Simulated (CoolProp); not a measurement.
Computed with CoolProp (reference Helmholtz-energy equation of state, Lemmon 2006). It is a short technical equation, of lower accuracy than the large ones.

Question: Give the vapour pressure (MPa), enthalpy of vaporisation (kJ/kg), vapour Z, surface tension (mN/m) of saturated CH3F (R41) at 180.1, 222.8, 244.2 K.

Answer: 
| T (K) | p (MPa) | enthalpy of vaporisation (kJ/kg) | vapour Z | surface tension (mN/m) |
|---|---|---|---|---|
| 180.1 | 0.0419 | 507 | 0.975 | 17.8 |
| 222.8 | 0.383 | 445 | 0.903 | 11.2 |
| 244.2 | 0.850 | 405 | 0.840 | 8.15 |

Surface tension comes from a separate correlation (Mulero 2012).
